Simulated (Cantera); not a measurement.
**Premixed flame**

A freely propagating, adiabatic, planar premixed flame of 6.58 % CH₄, 4.28 % C₂H₆, 18.8 % O₂, 70.4 % N₂, equivalence ratio 1.5, unburnt at 350 K and 13000 Pa; mixture-averaged transport, grid criteria slope 0.08 and curve 0.16, no radiation.

Detailed kinetics in Cantera: GRI-Mech 3.0 (53 species, 325 reactions). Burning velocities carry a grid error of a few per cent, more on coarse grids.

```
z (mm)  T (K)  u (m/s)     x CH₄    x C₂H₆      x O₂    x C₂H₄      x OH     x HO₂
------  -----  -------  --------  --------  --------  --------  --------  --------
-11.7     350    0.358    0.0656    0.0426     0.187   1.92e-7     <1e-8   4.37e-8
-7.77     353    0.363    0.0651    0.0424     0.186   3.11e-6     <1e-8   5.04e-7
-5.83     366    0.380    0.0641    0.0420     0.183   2.88e-5     <1e-8   3.48e-6
-3.89     471    0.497    0.0600    0.0402     0.174  0.000424   4.57e-8   3.92e-5
-1.94     949     1.04    0.0434    0.0265     0.127   0.00385   9.36e-6  0.000129
-0.971   1335     1.50    0.0278    0.0105    0.0822   0.00593   7.96e-5  0.000113
0        1669     1.91    0.0104  0.000688    0.0362   0.00283  0.000470   3.85e-5
0.971    1834     2.11   0.00209   8.57e-6    0.0113  0.000328  0.000992   4.34e-6
1.94     1889     2.17  0.000414   2.92e-7   0.00315   2.36e-5   0.00118   4.42e-7
3.89     1915     2.20   3.53e-5     <1e-8  0.000301   2.19e-7   0.00117   2.34e-8
7.77     1923     2.20   2.14e-6     <1e-8   6.18e-5     <1e-8   0.00109     <1e-8
15.5     1927     2.21   4.24e-8     <1e-8   5.08e-5     <1e-8   0.00102     <1e-8
31.1     1932     2.21     <1e-8     <1e-8   4.03e-5     <1e-8  0.000915     <1e-8
```
x: mole fraction of selected species; z is measured from the peak of heat release.

```json
{
  "laminar_burning_velocity": "35.7 cm/s",
  "thermal_thickness": "3.89 mm",
  "peak x(C₂H₄)": "0.00593",
  "peak x(OH)": "0.00120",
  "peak x(HO₂)": "0.000130",
  "grid_points": "145"
}
```
